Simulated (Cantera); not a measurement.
What does this Cantera script print?

```python
import numpy as np
import cantera as ct

gas = ct.Solution("gri30.yaml")
gas.TPX = 1475, 2900000, {'CO': 1, 'H2': 1.2, 'CH4': 0.09, 'O2': 0.674, 'N2': 2.53}
reactor = ct.IdealGasReactor(gas, energy="on", clone=False)
net = ct.ReactorNet([reactor])
net.rtol, net.atol = 1e-08, 1e-16
show = ['CO', 'H2', 'CH4', 'OH', 'H']
times = np.geomspace(5e-06, 3, 14)

steps = ct.SolutionArray(gas, extra=["t"])
rows = []
print(f"{'t/s':>10s}{'T/K':>9s}{'P/Pa':>11s}" + "".join(f"{s:>11s}" for s in show))
for t in times:
    while net.time < t:
        t_next = net.step()
        steps.append(gas.state, t=t_next)
    rows.append([np.interp(t, steps.t, y) for y in (steps.T, steps.P, *steps(*show).X.T)])
    print(f"{t:10.3e}{rows[-1][0]:9.1f}{rows[-1][1]:11.4g}" + "".join(f"{x:11.3e}" for x in rows[-1][2:]))
rate = np.gradient(steps.T, steps.t)
print("integrator steps:", len(steps.t))
if steps.T.max() > steps.T[0] + 200:
    print(f"time of steepest temperature rise: {steps.t[rate.argmax()]:.4e} s")
gas.TPX = 1475, 2900000, {'CO': 1, 'H2': 1.2, 'CH4': 0.09, 'O2': 0.674, 'N2': 2.53}
gas.equilibrate("UV")
print(f"equilibrium (UV): T = {gas.T:.1f} K  " + "  ".join(f"{s} {gas[s].X[0]:.3e}" for s in show))
```

It prints:

```
       t/s      T/K       P/Pa         CO         H2        CH4         OH          H
 5.000e-06   3228.8  5.853e+06  1.650e-01  7.736e-02  4.743e-10  1.033e-02  1.111e-02
 1.391e-05   3220.6   5.84e+06  1.653e-01  7.805e-02  4.988e-10  9.999e-03  1.094e-02
 3.872e-05   3217.0  5.834e+06  1.655e-01  7.836e-02  5.102e-10  9.852e-03  1.086e-02
 1.077e-04   3216.9  5.834e+06  1.655e-01  7.837e-02  5.105e-10  9.849e-03  1.086e-02
 2.998e-04   3216.9  5.834e+06  1.655e-01  7.837e-02  5.105e-10  9.849e-03  1.086e-02
 8.343e-04   3216.9  5.834e+06  1.655e-01  7.837e-02  5.105e-10  9.849e-03  1.086e-02
 2.322e-03   3216.9  5.834e+06  1.655e-01  7.837e-02  5.105e-10  9.849e-03  1.086e-02
 6.461e-03   3216.9  5.834e+06  1.655e-01  7.837e-02  5.105e-10  9.849e-03  1.086e-02
 1.798e-02   3216.9  5.834e+06  1.655e-01  7.837e-02  5.105e-10  9.849e-03  1.086e-02
 5.003e-02   3216.9  5.834e+06  1.655e-01  7.837e-02  5.105e-10  9.849e-03  1.086e-02
 1.392e-01   3216.9  5.834e+06  1.655e-01  7.837e-02  5.105e-10  9.849e-03  1.086e-02
 3.874e-01   3216.9  5.834e+06  1.655e-01  7.837e-02  5.105e-10  9.849e-03  1.086e-02
 1.078e+00   3216.9  5.834e+06  1.655e-01  7.837e-02  5.105e-10  9.849e-03  1.086e-02
 3.000e+00   3216.9  5.834e+06  1.655e-01  7.837e-02  5.105e-10  9.849e-03  1.086e-02
integrator steps: 1406
time of steepest temperature rise: 1.6169e-06 s
equilibrium (UV): T = 3216.9 K  CO 1.655e-01  H2 7.837e-02  CH4 5.788e-10  OH 9.849e-03  H 1.086e-02
```

Cantera simulation using GRI-Mech 3.0 (53 species, 325 reactions); the numbers are that mechanism's predictions, not measurements. The pressure lies above the range GRI-Mech 3.0 was tuned for (to about 10 atm). Above 3000 K some thermodynamic fits are extrapolated.
